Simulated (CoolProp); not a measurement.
Saturation properties of methanol.

Model: reference Helmholtz-energy equation of state, de Reuck 1993, in CoolProp.

```
T (K)  p (bar)  vapour density (kg/m³)  liquid cp (kJ/(kg K))  surface tension (mN/m)
-----  -------  ----------------------  ---------------------  ----------------------
295     0.1439                  0.1924                  2.516                    22.4
310.3      [?]                     [?]                    [?]                    21.1
325.7      [?]                  0.7678                  2.728                    19.8
341.1    1.160                   1.388                  2.856                    18.5
356.5    2.038                   2.377                  2.998                    17.1
371.9    3.400                     [?]                  3.155                    15.7
387.3    5.424                     [?]                  3.330                    14.2
402.7      [?]                   9.394                  3.528                    12.6
418.1    12.33                   14.06                  3.756                    11.0
433.5      [?]                   20.71                  4.029                    9.26
448.9    24.85                   30.04                  4.378                    7.45
464.3    33.99                   42.76                  4.866                    5.58
```

Question: Fill in the missing entries.

Answer: 
- 310.3, p (bar): 0.3106
- 310.3, vapour density (kg/m³): 0.3983
- 310.3, liquid cp (kJ/(kg K)): 2.614
- 325.7, p (bar): 0.6214
- 371.9, vapour density (kg/m³): 3.890
- 387.3, vapour density (kg/m³): 6.136
- 402.7, p (bar): 8.318
- 433.5, p (bar): 17.74

It boils at 337.6 K under 1 atm.

Surface tension comes from a separate correlation (Mulero 2012).
